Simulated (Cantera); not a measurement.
# Adiabatic ignition

An adiabatic, constant-volume homogeneous reactor starts with 6.26 % CH₄, 0.814 % C₂H₆, 0.194 % C₃H₈, 19.5 % O₂, 73.3 % N₂, equivalence ratio 0.84, at 1000 K and 9.87 atm.

Detailed kinetics in Cantera: GRI-Mech 3.0 (53 species, 325 reactions).

| t (s) | T (K) | P (bar) | x CH₄ | x C₂H₆ | x C₃H₈ | x C₂H₄ | x CH₂ |
|---|---|---|---|---|---|---|---|
| 2.00e-6 | 1000 | 10.0 | 0.0626 | 0.00814 | 0.00194 | 3.47e-11 | <1e-12 |
| 6.32e-6 | 1000 | 10.0 | 0.0626 | 0.00814 | 0.00194 | 1.42e-10 | <1e-12 |
| 2.00e-5 | 1000 | 10.0 | 0.0626 | 0.00814 | 0.00194 | 5.64e-10 | <1e-12 |
| 6.32e-5 | 1000 | 10.0 | 0.0626 | 0.00814 | 0.00194 | 2.64e-9 | <1e-12 |
| 0.000200 | 1000 | 10.0 | 0.0626 | 0.00814 | 0.00194 | 1.49e-8 | <1e-12 |
| 0.000632 | 1000 | 10.0 | 0.0626 | 0.00814 | 0.00194 | 8.92e-8 | <1e-12 |
| 0.00200 | 1000 | 10.0 | 0.0626 | 0.00814 | 0.00194 | 7.20e-7 | <1e-12 |
| 0.00632 | 1000 | 10.0 | 0.0626 | 0.00813 | 0.00194 | 1.80e-5 | <1e-12 |
| 0.0200 | 1076 | 10.8 | 0.0575 | 0.00564 | 0.00130 | 0.00313 | 7.60e-11 |
| 0.0632 | 2817 | 28.7 | <1e-12 | <1e-12 | <1e-12 | <1e-12 | <1e-12 |
| 0.200 | 2817 | 28.7 | <1e-12 | <1e-12 | <1e-12 | <1e-12 | <1e-12 |
| 0.632 | 2817 | 28.7 | <1e-12 | <1e-12 | <1e-12 | <1e-12 | <1e-12 |
| 2.00 | 2817 | 28.7 | <1e-12 | <1e-12 | <1e-12 | <1e-12 | <1e-12 |
x: mole fraction; the columns are a selection and need not sum to one.

```json
{
 "time_of_steepest_temperature_rise": "20.4 ms",
 "temperature at 2.00 s": "2817 K",
 "equilibrium_temperature": "2817 K",
 "x(CH₄) at 2.00 s": "<1e-12 (gas-phase equilibrium <1e-12)",
 "x(C₂H₆) at 2.00 s": "<1e-12 (gas-phase equilibrium <1e-12)",
 "x(C₃H₈) at 2.00 s": "<1e-12 (gas-phase equilibrium <1e-12)"
}
```
